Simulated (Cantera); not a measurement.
A perfectly stirred reactor is fed with H2 : O2 : N2 = 1 : 0.588 : 2.21 (molar parts), equivalence ratio 0.85, at 3750 Torr; it is adiabatic with a 450 K inlet, and is followed from long to short residence time, starting on the burning branch (τ in s: 0.29, 0.13, 0.056, 0.025, 0.011, 0.0047, 0.0021, 0.00091, 0.0004, 0.00018, 7.7e-05, 3.4e-05).

Computed with Cantera and GRI-Mech 3.0 (53 species, 325 reactions). The hydrogen kinetics of GRI-Mech 3.0 are dated; newer H2 mechanisms differ, most at raised pressure.

One state of this run: T (K) = 2313; x H2 = 0.00702; x O2 = 0.0272; x NO = 0.000215; x HO2 = 1.04e-5; x H2O = 0.288; x H = 0.00138; x NO2 = 1.94e-7. x: mole fraction; the columns are a selection and need not sum to one.

Task: Which value of τ (s) does it belong to?
(A) 0.00040
(B) 0.0047
(C) 0.29
(D) 7.7e-5

Result: A, 0.00040
